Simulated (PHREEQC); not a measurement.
Make-up at 54 °C: 1 mmol/kgw HF, 0.44 mmol/kgw (CH3)4NF and 0.11 mmol/kgw (NH4)2SiF6. Closed to the air; pH follows from the charge balance.

Computed with PHREEQC (ion-association model, wateq4f.dat).

Each row changes one thing in this solution. This is a speciation only: nothing precipitates in the calculation.

```csv
case,pH,ionic strength (mol/kgw),F- (mol/kgw),HF (mol/kgw),HF2- (mol/kgw),NH3 (mol/kgw),SI of Quartz (SiO2)
as made,3.41,0.00106,0.00106,0.00103,4.75e-6,1.99e-9,-0.37
(NH4)2SiF6 from 0.00011 to 5.5e-05 mol/kgw,3.44,0.000926,0.000922,0.000839,3.38e-6,1.07e-9,-0.67
(CH3)4NF from 0.00044 to 0.0044 mol/kgw,3.96,0.00475,0.00468,0.00123,2.52e-5,6.80e-9,-0.44
(CH3)4NF left out,3.30,0.000735,0.000732,0.000920,2.94e-6,1.56e-9,-0.37
diluted 100-fold with water,4.87,2.03e-5,2.03e-5,7.14e-7,6.33e-11,5.88e-10,-2.37
```

Species that the database lacks are ignored. (CH3)4N+ isn't in the database: it is added as a free cation with an ion size of 4 Å. Constants without temperature data keep their 25 °C values here. SiF6-2 is the database's only silicon fluoride.
